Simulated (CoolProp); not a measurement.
A simple Rankine cycle with propyne: condensing at 290.15 K, boiler at 2.36 MPa, turbine inlet 370.6 K, turbine efficiency 0.75, pump efficiency 0.7, no recuperator. Each further row changes one setting.

Model: reference Helmholtz-energy equation of state, Polt 1992, in CoolProp. This equation is an older, rougher fit; its heat capacities, sound speeds and derivatives of the liquid may be far off and weren't checked against measurements.

| case | thermal efficiency (%) | net work (kJ/kg) | heat in (kJ/kg) | turbine exit temperature (K) | volume ratio over the turbine |
|---|---|---|---|---|---|
| as stated | 11.8 | 65.7 | 559 | 300.3 | 4.98 |
| turbine inlet 390.6 K | ___ | ___ | 606 | 323.1 | 4.88 |
| condensing temperature 282.15 K | 13.1 | ___ | 577 | 291.7 | ___ |
| boiler pressure 1.65 MPa | 9.8 | 57.3 | ___ | 319.6 | ___ |
| turbine efficiency 0.65 | 10.1 | 56.4 | 559 | 305.7 | 5.10 |

Complete the blanks.


- turbine inlet 390.6 K, thermal efficiency (%): 12.1
- turbine inlet 390.6 K, net work (kJ/kg): 73.4
- condensing temperature 282.15 K, net work (kJ/kg): 75.6
- condensing temperature 282.15 K, volume ratio over the turbine: 6.30
- boiler pressure 1.65 MPa, heat in (kJ/kg): 584
- boiler pressure 1.65 MPa, volume ratio over the turbine: 3.41
